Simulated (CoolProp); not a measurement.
The fluid at 293.15 K and 3.32 MPa (liquid) is heated at constant pressure to 422.7 K. The same conditions are run with several fluids, on thermodynamics alone (safety and materials aside).

Values from CoolProp's reference Helmholtz-energy equation of state of each fluid (propyne: Polt 1992; R114: Platzer 1990; sulfur dioxide: Gao 2016; n-decane: Lemmon 2006; R245fa: Akasaka 2015). The equations of Platzer and Polt are older, rougher fits.

```
fluid           heat (kJ/kg)  final phase  final density (kg/m³)
--------------  ------------  -----------  ---------------------
propyne                  654          gas                      ?
R114                       ?          gas                      ?
sulfur dioxide           419          gas                      ?
n-decane                   ?       liquid                      ?
R245fa                     ?          gas                      ?
```

Q: Fill in the missing entries.

A: 
- propyne, final density (kg/m³): 47.1
- R114, heat (kJ/kg): 184
- R114, final density (kg/m³): 364
- sulfur dioxide, final density (kg/m³): 73.7
- n-decane, heat (kJ/kg): 314
- n-decane, final density (kg/m³): 632
- R245fa, heat (kJ/kg): 261
- R245fa, final density (kg/m³): 275
